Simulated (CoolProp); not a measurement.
CHF3 (R23) along the isotherm 291.1 K: fugacity coefficient from the reference equation and from simpler models built on Tc = 299.3 K, pc = 48.32 bar, ω = 0.263; each cubic takes its own stable root.

Values from CoolProp's reference Helmholtz-energy equation of state, Penoncello 2003.

```json
[
 {"p (bar)": "0.764", "phase": "gas", "reference": "0.9937"},
 {"p (bar)": "1.36", "phase": "gas", "reference": "0.9888"},
 {"p (bar)": "2.42", "phase": "gas", "reference": "0.9801"},
 {"p (bar)": "4.3", "phase": "gas", "reference": "0.9648"},
 {"p (bar)": "7.64", "phase": "gas", "reference": "0.9377"},
 {"p (bar)": "13.6", "phase": "gas", "reference": "0.8898"},
 {"p (bar)": "24.2", "phase": "gas", "reference": "0.8057"},
 {"p (bar)": "43", "phase": "liquid", "reference": "0.6334"},
 {"p (bar)": "76.4", "phase": "liquid", "reference": "0.3952"},
 {"p (bar)": "136", "phase": "liquid", "reference": "0.2625"},
 {"p (bar)": "242", "phase": "liquid", "reference": "0.1945"}
]
```

**Question.** How far does each simpler model (van der Waals, Soave-Redlich-Kwong) lie from the reference over these 11 states: mean and median of the absolute difference, and the worst?

**Answer.** 
- van der Waals: mean 11.4 %, median 2.4 %, worst +51.6 % at 291.1 K and 242 bar
- Soave-Redlich-Kwong: mean 3.6 %, median 0.8 %, worst +15.7 % at 291.1 K and 242 bar

At some of these states van der Waals gives the other phase, because its saturation line lies elsewhere.
